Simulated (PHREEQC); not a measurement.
Make-up at 65 °C: 0.0046 mol K2SiO3 per kg of water. Closed to the air; pH follows from the charge balance.

All values are PHREEQC results (Pitzer model, pitzer.dat), not measurements.

Problem. The ionic strength comes out as 0.00931 mol/kgw. What activity coefficients do OH-, H3SiO4-, K+, H2SiO4-2 get?

Solution. OH- 0.90, H3SiO4- 0.89, K+ 0.90, H2SiO4-2 0.62. Single-ion values are on the MacInnes scale.

This is a speciation only: nothing precipitates in the calculation. Complexes and solids missing from the database can't appear. Constants without temperature data keep their 25 °C values here.
